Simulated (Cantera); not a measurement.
Feed: 1 mol FeS, 0.51 mol O2, 2 mol CO2, held at 48.8 Torr.

Method: chemical equilibrium by Gibbs-energy minimisation in Cantera with the NASA 1993 tables (ideal gas, pure condensed phases). Candidate condensed phases: C, Fe, Fe(CO)5, FeO, FeS, FeSO4, FeS2, Fe2O3, Fe2(SO4)3, Fe3O4, S; 25 gas species. The tables' stoichiometric FeO is somewhat more stable than real wüstite, so its field is too wide. FeO: taken at fixed stoichiometry. Equilibrium is a limit: real reactors are often held back by kinetics, nucleation or transport. All values below are at 1673 K.

Base state: CO2 0.415, CO 0.317, SO2 0.157, S2 0.0973, SO 0.0103, S2O 0.00168, COS 0.00148, S 0.000302 (mole fractions); condensed: FeO(l).

### Question
What changes in the equilibrium state with this change: pressure from 48.8 Torr to 10.0 Torr?

### Answer
```
species        before     after
-----------  --------  --------
CO              0.317     0.365
CO2             0.415     0.357
SO2             0.157     0.178
SO             0.0103    0.0156
S2             0.0973    0.0821
Fe            6.73e-6   4.39e-5
COS           0.00148  0.000708
S            0.000302  0.000612
S2O           0.00168   0.00106
FeO(l), mol     1.000     1.000
```
